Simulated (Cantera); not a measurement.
Input: 1 mol MgCl2, 0.036 mol O2, 0.22 mol H2, equilibrated at 2148.15 K and 1.00 bar.

Method: chemical equilibrium by Gibbs-energy minimisation in Cantera with the NASA 1993 tables (ideal gas, pure condensed phases). Candidate condensed phases: H2O, Mg, MgCl2, MgO, Mg(OH)2; 22 gas species. The tables' values for MgH are old estimates; treat these amounts as uncertain. The numbers say what is thermodynamically allowed, not how fast it happens.

Base state: MgCl2 0.749, HCl 0.123, H2 0.114, MgCl 0.00469, Mg 0.00411, H2O 0.00301, H 0.00141, Cl 0.00111 (mole fractions); condensed: MgO(s).

### Question
What changes in the equilibrium state with this change: temperature from 2148.15 K to 2248 K?

### Answer
```json
[
 {"species": "MgCl2", "before": "0.749", "after": "0.738"},
 {"species": "HCl", "before": "0.123", "after": "0.129"},
 {"species": "H2", "before": "0.114", "after": "0.107"},
 {"species": "OH", "before": "4.79e-6", "after": "1.56e-5"},
 {"species": "MgOH", "before": "1.84e-5", "after": "4.97e-5"},
 {"species": "MgH", "before": "2.34e-5", "after": "4.73e-5"},
 {"species": "Mg", "before": "0.00411", "after": "0.00812"},
 {"species": "Cl", "before": "0.00111", "after": "0.00210"},
 {"species": "MgO(s), mol", "before": "0.0683", "after": "0.0662"}
]
```
